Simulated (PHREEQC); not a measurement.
A solution holds 0.21 mol HF and 0.00015 mol Na2B4O7 per kg of water, at 20 °C. Closed to the air; pH follows from the charge balance.

Model: ion-association model, wateq4f.dat, run in PHREEQC.

- pH = 1.96
- ionic strength = 0.0125 mol/kgw
- total alkalinity = -210 meq/kg

| species | molality | activity | log γ |
|---|---|---|---|
| HF | 0.113 | 0.113 | 0.001 |
| H2F2 | 0.0397 | 0.0398 | 0.001 |
| H+ | 0.0122 | 0.0110 | -0.042 |
| F- | 0.00838 | 0.00747 | -0.050 |
| HF2- | 0.00349 | 0.00311 | -0.050 |
| BF4- | 0.000598 | 0.000531 | -0.052 |
| Na+ | 0.000299 | 0.000267 | -0.048 |
| BF3OH- | 1.76e-6 | 1.57e-6 | -0.052 |

This is a speciation only: nothing precipitates in the calculation. Species that the database lacks are ignored. wateq4f.dat counts part of the HF as a dimer, H2F2, which phreeqc.dat doesn't know; its constant is uncertain. Real BF4- forms and hydrolyses slowly; the run takes it at equilibrium.
